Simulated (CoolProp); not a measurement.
Vapour-liquid equilibrium of propane (1) + R236FA (2) at 1320 kPa; x and y are mole fractions of (1).

Values from CoolProp's multi-fluid Helmholtz-energy mixture model, Lemmon 2009 and Pan 2012; pair parameters Bell 2016.

| x | bubble temperature, mixture model (K) | bubble temperature, Raoult's law (K) | y, mixture model | y, Raoult's law |
|---|---|---|---|---|
| 0.05 | 347.9 | 352.4 | 0.160 | 0.117 |
| 0.2 | 330.4 | 343.7 | 0.484 | 0.396 |
| 0.35 | 321.0 | 336.0 | 0.633 | 0.595 |
| 0.5 | 316.2 | 329.2 | 0.711 | 0.739 |
| 0.65 | 313.3 | 323.2 | 0.770 | 0.845 |
| 0.8 | 311.5 | 317.9 | 0.838 | 0.924 |
| 0.95 | 311.1 | 313.1 | 0.945 | 0.984 |

The largest gap from Raoult's law is -15.0 K in bubble temperature, at x = 0.35. y crosses x between x = 0.8 and 0.95: the model has an azeotrope there.

The pair parameters rest on a limited set of measurements; away from them the model extrapolates.
